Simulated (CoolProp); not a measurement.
A simple Rankine cycle with n-butane: condensing at 332.15 K, boiler at 1.45 MPa, turbine inlet 372.6 K, turbine efficiency 0.75, pump efficiency 0.8, no recuperator. Each further row changes one setting.

Computed with CoolProp (reference Helmholtz-energy equation of state, Bücker 2006).

| case | thermal efficiency (%) | net work (kJ/kg) | heat in (kJ/kg) | turbine exit temperature (K) | volume ratio over the turbine |
|---|---|---|---|---|---|
| as stated | … | 24.4 | 375 | 345.9 | … |
| turbine inlet 392.6 K | 6.4 | 27.3 | 425 | 368.0 | 2.47 |
| condensing temperature 324.15 K | … | 30.6 | 396 | 340.6 | 3.14 |
| boiler pressure 1.01 MPa | … | 15.5 | 394 | 359.0 | 1.66 |
| turbine efficiency 0.65 | 5.6 | 20.9 | 375 | 347.5 | 2.57 |

**Question.** Fill in the missing entries.

**Answer.** 
- as stated, thermal efficiency (%): 6.5
- as stated, volume ratio over the turbine: 2.55
- condensing temperature 324.15 K, thermal efficiency (%): 7.7
- boiler pressure 1.01 MPa, thermal efficiency (%): 3.9
